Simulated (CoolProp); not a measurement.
Ethanol at several states: fugacity coefficient from the reference equation and from simpler models built on Tc = 514.7 K, pc = 6.268 MPa, ω = 0.644; each cubic takes its own stable root.

Computed with CoolProp (reference Helmholtz-energy equation of state, Schroeder 2014).

```csv
T (K),p (MPa),phase,reference
330.8,0.11,liquid,0.3760
584.8,28.7,supercritical,0.4513
578.5,8.4,supercritical,0.7759
226,0.24,liquid,0.0001114
526.5,5.49,gas,0.7652
```

How far does each simpler model (van der Waals, Redlich-Kwong, Soave-Redlich-Kwong) lie from the reference over these 5 states: mean and median of the absolute difference, and the worst?


- van der Waals: mean 50572.2 %, median 9.2 %, worst +252682.8 % at 226 K and 0.24 MPa
- Redlich-Kwong: mean 1465.1 %, median 10.1 %, worst +7140.6 % at 226 K and 0.24 MPa
- Soave-Redlich-Kwong: mean 12.7 %, median 3.5 %, worst -45.3 % at 226 K and 0.24 MPa

At some of these states van der Waals, Redlich-Kwong gives the other phase, because its saturation line lies elsewhere.
